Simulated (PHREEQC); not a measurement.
Acid rinse or clean (model solution)

Dissolve 0.0097 mol/kgw HBr, 0.22 mol/kgw AlCl3 and 0.012 mol/kgw KCl at 25 °C. Closed to the air; pH follows from the charge balance.

Equilibrium calculation in PHREEQC: ion-association model, phreeqc.dat.

Precipitation was switched off in this run.

Task: What pH, density, activity of water does the model give?

Result: pH 2.14; density 1.023 g/cm³; activity of water 0.984.

The ionic strength is past about 0.7 mol/kgw, beyond the range of this activity model, so the values are rough. Species that the database lacks are ignored.
